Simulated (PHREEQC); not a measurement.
**Acid mine or pickling water: speciation**

Synthetic water in mmol/kgw, 5 °C, pH 4.11, pe 8.6: Na 85.2; K 2.1; Ca 5.78; Mg 2.69; Cl 36.1; S(6) 32.5; O(0) (counted as O atoms) 0.0244.

Valence states are taken as typed.

Computed with PHREEQC (ion-association model, wateq4f.dat).

Each row changes one thing in this solution. No solid was allowed to form.

```tsv
case	ionic strength (mol/kgw)	NaSO4- (mol/kgw)	CaSO4 (mol/kgw)	Mg+2 (mol/kgw)	MgSO4 (mol/kgw)	KSO4- (mol/kgw)	SI of Gypsum (CaSO4:2H2O)	SI of Mirabilite (Na2SO4:10H2O)
as made	0.125	0.00331	0.00207	0.00182	0.000874	8.73e-5	-0.29	-2.32
temperature from 5 to 65 °C at the same typed pH	?	0.00396	0.00244	?	0.00166	0.000188	-0.37	?
O(0) from 0.0244 to 0.0732 mmol/kgw	0.125	0.00331	0.00207	0.00182	0.000874	8.73e-5	-0.29	-2.32
Mg from 2.69 to 1.34 mmol/kgw	0.124	0.00336	0.00209	0.000899	0.000441	?	-0.28	-2.32
```

Task: What belongs in the gaps?

Result: 
- temperature from 5 to 65 °C at the same typed pH, ionic strength (mol/kgw): 0.119
- temperature from 5 to 65 °C at the same typed pH, Mg+2 (mol/kgw): 0.00103
- temperature from 5 to 65 °C at the same typed pH, SI of Mirabilite (Na2SO4:10H2O): -5.07
- Mg from 2.69 to 1.34 mmol/kgw, KSO4- (mol/kgw): 8.87e-5

Constants without temperature data keep their 25 °C values here.
